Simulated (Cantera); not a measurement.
# Stirred combustor or abatement burner

A perfectly stirred reactor is fed with CO : H₂ : O₂ : N₂ = 1 : 0.054 : 0.79 : 4.04 (molar parts), equivalence ratio 0.67, at 12.0 bar; it is adiabatic with a 823 K inlet, and is followed from long to short residence time, starting on the burning branch (τ in s: 0.19, 0.083, 0.037, 0.017, 0.0075, 0.0033, 0.0015, 0.00067, 0.0003, 0.00013, 6e-05, 2.7e-05, 1.2e-05).

Cantera simulation using GRI-Mech 3.0 (53 species, 325 reactions); the numbers are that mechanism's predictions, not measurements. The hydrogen kinetics of GRI-Mech 3.0 are dated; newer H2 mechanisms differ, most at raised pressure. The pressure lies above the range GRI-Mech 3.0 was tuned for (to about 10 atm).

| τ (s) | T (K) | x CO | x H₂ | x O₂ | x HO₂ | x H | x O | x NO₂ |
|---|---|---|---|---|---|---|---|---|
| 0.19 | 2210 | 0.00174 | 1.70e-5 | 0.0474 | 1.20e-6 | 7.60e-6 | 0.000193 | 9.89e-6 |
| 0.083 | 2211 | 0.00193 | 1.85e-5 | 0.0479 | 1.27e-6 | 8.56e-6 | 0.000210 | 8.27e-6 |
| 0.037 | 2210 | 0.00231 | 2.15e-5 | 0.0486 | 1.39e-6 | 1.06e-5 | 0.000244 | 6.62e-6 |
| 0.017 | 2207 | 0.00301 | 2.72e-5 | 0.0493 | 1.62e-6 | 1.49e-5 | 0.000306 | 5.43e-6 |
| 0.0075 | 2198 | 0.00434 | 3.79e-5 | 0.0501 | 2.11e-6 | 2.46e-5 | 0.000429 | 4.75e-6 |
| 0.0033 | 2181 | 0.00659 | 5.59e-5 | 0.0512 | 3.09e-6 | 4.47e-5 | 0.000644 | 4.35e-6 |
| 0.0015 | 2155 | 0.00997 | 8.25e-5 | 0.0528 | 4.87e-6 | 8.27e-5 | 0.000983 | 3.85e-6 |
| 0.00067 | 2115 | 0.0151 | 0.000121 | 0.0550 | 8.18e-6 | 0.000155 | 0.00152 | 3.02e-6 |
| 0.00030 | 2057 | 0.0224 | 0.000173 | 0.0582 | 1.41e-5 | 0.000279 | 0.00229 | 2.04e-6 |
| 0.00013 | 1969 | 0.0336 | 0.000239 | 0.0630 | 2.54e-5 | 0.000475 | 0.00333 | 1.20e-6 |
| 6.0e-5 | 1836 | 0.0512 | 0.000315 | 0.0711 | 4.60e-5 | 0.000652 | 0.00410 | 6.35e-7 |
| 2.7e-5 | 823 | 0.170 | 0.00918 | 0.134 | 4.63e-11 | <1e-12 | 8.26e-12 | <1e-12 |
| 1.2e-5 | 823 | 0.170 | 0.00918 | 0.134 | 1.73e-11 | <1e-12 | 6.95e-12 | <1e-12 |
x: mole fraction; the columns are a selection and need not sum to one.
